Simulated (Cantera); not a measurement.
A freely propagating, adiabatic, planar premixed flame of 11.6 % CH4, 23.3 % O2, 65.1 % N2, unburnt at 600 K and 1.20 bar; mixture-averaged transport, grid criteria slope 0.08 and curve 0.16, no radiation.

Detailed kinetics in Cantera: GRI-Mech 3.0 (53 species, 325 reactions). Burning velocities carry a grid error of a few per cent, more on coarse grids.

x: mole fraction of selected species; z is measured from the peak of heat release.

```csv
z (mm),T (K),u (m/s),x CH4,x O2,x C2H2,x CH3,x CO2,x CH2CO
-0.638,600,1.84,0.116,0.232,<1e-8,3.62e-8,5.60e-8,<1e-8
-0.426,601,1.85,0.116,0.232,2.08e-8,5.01e-7,1.24e-6,<1e-8
-0.319,606,1.87,0.115,0.231,1.47e-7,2.62e-6,9.28e-6,4.89e-8
-0.213,654,2.03,0.111,0.227,2.12e-6,2.58e-5,0.000147,1.03e-6
-0.106,(withheld),3.35,(withheld),(withheld),(withheld),(withheld),(withheld),(withheld)
-0.0532,1511,4.86,0.0454,0.144,0.000142,0.00380,0.00991,0.000147
0,1934,6.29,0.0120,0.0872,0.000258,0.00402,0.0218,0.000180
0.0532,2124,6.93,0.00122,0.0517,7.12e-5,0.000762,0.0359,4.74e-5
0.106,2175,7.08,6.56e-5,0.0375,4.01e-6,4.90e-5,0.0479,4.20e-6
0.213,2223,7.19,1.97e-7,0.0300,<1e-8,1.63e-7,0.0611,2.09e-8
0.426,2286,7.35,<1e-8,0.0265,<1e-8,<1e-8,0.0686,<1e-8
0.851,2367,7.57,<1e-8,0.0237,<1e-8,<1e-8,0.0728,<1e-8
1.70,2453,7.80,<1e-8,(withheld),<1e-8,<1e-8,0.0770,<1e-8
```

Task: Some entries are withheld; supply them.

Result: 
- -0.106, T (K): 1057
- -0.106, x CH4: 0.0816
- -0.106, x O2: 0.192
- -0.106, x C2H2: 4.23e-5
- -0.106, x CH3: 0.000821
- -0.106, x CO2: 0.00320
- -0.106, x CH2CO: 3.87e-5
- 1.70, x O2: 0.0206
